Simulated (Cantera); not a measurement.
An isothermal, constant-pressure homogeneous reactor starts with CH4 : CO2 = 1 : 0.39 (molar parts), at 2025 K and 10.0 bar.

Computed with Cantera and GRI-Mech 3.0 (53 species, 325 reactions). GRI-Mech 3.0 stops at C3 and has no aromatics, soot or wall deposition, so with more carbon than oxygen in the feed, carbon stays in small species such as C2H2 where larger ones or solid carbon would form.

One state of this run: x CH4 = 0.0188; x CO2 = 1.35e-6; x C2H2 = 0.0991; x OH = 1.08e-9; x C2H = 1.61e-6. x: mole fraction; the columns are a selection and need not sum to one.

Task: Which value of t (s) does it belong to?
(A) 5.55
(B) 0.00252
(C) 0.000700
(D) 0.00910

Result: A, 5.55
